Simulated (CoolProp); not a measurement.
Properties of chloromethane (R40) along the isobar 0.707 MPa.

Computed with CoolProp (reference Helmholtz-energy equation of state, Thol 2014).

```
T (°C)  phase  density (kg/m³)  cp (kJ/(kg K))  cv (kJ/(kg K))  expansivity (1/kK)
------  -----  ---------------  --------------  --------------  ------------------
140.95    gas            10.80           1.028          0.8302               2.761
153.25    gas            10.44           1.040          0.8449               2.647
165.55    gas            10.12           1.052          0.8599               2.545
177.75    gas            9.813           1.064          0.8750               2.452
190.05    gas            9.526           1.078          0.8902               2.367
202.35    gas            9.257           1.091          0.9054               2.289
214.55    gas            9.006           1.104          0.9205               2.217
226.85    gas            8.768           1.118          0.9356               2.150
```
